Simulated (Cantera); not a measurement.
A freely propagating, adiabatic, planar premixed flame of 10.5 % CH4, 23.6 % O2, 65.9 % N2, 0.126 % H2O, unburnt at 700 K and 47000 Pa; mixture-averaged transport, grid criteria slope 0.08 and curve 0.16, no radiation.

Detailed kinetics in Cantera: GRI-Mech 3.0 (53 species, 325 reactions). Burning velocities carry a grid error of a few per cent, more on coarse grids.

Problem. Predict: laminar burning velocity; thermal thickness; peak x(CH2CO); peak x(C2H6).

Solution. 
| Property | Result |
|---|---|
| laminar burning velocity | 275 cm/s |
| thermal thickness | 0.471 mm |
| peak x(CH2CO) | 0.000147 |
| peak x(C2H6) | 0.00115 |
